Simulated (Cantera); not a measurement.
Feed: 1 mol Ca(OH)2, 0.32 mol H2, 0.55 mol O2, equilibrated at 2023.15 K and 10.0 mbar.

Cantera equilibrium calculation (NASA polynomials, part measured and part estimated; ideal gas, pure solids and liquids). Candidate condensed phases: Ca, CaO, Ca(OH)2, H2O; 14 gas species. Equilibrium is a limit: real reactors are often held back by kinetics, nucleation or transport.

Base state: H2O 0.747, O2 0.222, OH 0.0201, H2 0.00544, O 0.00376, H 0.00140, Ca(OH)2 9.11e-5 (mole fractions); condensed: CaO(s).

Q: What changes in the equilibrium state with this change: temperature from 2023.15 K to 598.15 K?

A: 
```csv
species,before,after
H2O,0.747,0.636
O2,0.222,0.364
OH,0.0201,<1e-9
Ca(OH)2,9.11e-5,<1e-9
H2,0.00544,<1e-9
O,0.00376,<1e-9
H,0.00140,<1e-9
"CaO(s), mol",1.000,0.361
"Ca(OH)2(s), mol",0,0.639
```
